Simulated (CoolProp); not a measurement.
n-perfluorobutane along the isobar 10 MPa: density (kg/m³) from the reference equation and from simpler models built on Tc = 386.3 K, pc = 2.322 MPa, ω = 0.372; each cubic takes its own stable root.

Computed with CoolProp (reference Helmholtz-energy equation of state, Gao 2022).

```
T (K)          phase  reference  van der Waals  Redlich-Kwong  Soave-Redlich-Kwong  Peng-Robinson
-----  -------------  ---------  -------------  -------------  -------------------  -------------
229.2         liquid       1773           1140           1634                 1686           1892
249.3         liquid       1711           1115           1585                    …           1841
269.4         liquid       1649              …           1533                 1588           1785
289.4         liquid          …              …           1479                 1532           1723
309.5         liquid       1523           1038           1422                 1471           1653
329.6         liquid       1457           1011           1363                    …           1576
349.6         liquid       1388              …           1301                 1331           1492
369.7         liquid       1314          953.8           1236                 1251           1399
389.8  supercritical       1235          923.8           1170                 1166           1297
409.9  supercritical       1151          892.9           1101                 1076              …
429.9  supercritical       1062          861.2           1033                    …           1081
450    supercritical      970.8          828.6          963.6                893.9          974.1
```

What belongs in the gaps?


- 249.3, Soave-Redlich-Kwong: 1639
- 269.4, van der Waals: 1090
- 289.4, reference: 1586
- 289.4, van der Waals: 1065
- 329.6, Soave-Redlich-Kwong: 1404
- 349.6, van der Waals: 982.9
- 409.9, Peng-Robinson: 1190
- 429.9, Soave-Redlich-Kwong: 984.4
